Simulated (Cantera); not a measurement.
Charge: 1 mol BN, a varied amount of O₂, 6.1 mol N₂, equilibrated at 10.0 mbar.

These are equilibrium values from Cantera (NASA tables, ideal gas, pure condensed phases), not measurements of a reactor. Candidate condensed phases: B, BN, B₂O₃; 17 gas species. Rates play no part.

**Question.** What condenses at these points (T in °C, n(O₂) in mol): (1775, 0.31); (1750, 0.51); (1825, 0.65); (1600, 0.51); (1725, 0.65)?

**Answer.** 
| T (°C) | n(O₂) in mol | condensed phases | B condensed (%) |
|---|---|---|---|
| 1775 | 0.31 | BN | 39.7 |
| 1750 | 0.51 | BN | 3.1 |
| 1825 | 0.65 | gas only | 0.0 |
| 1600 | 0.51 | BN | 16.3 |
| 1725 | 0.65 | gas only | 0.0 |
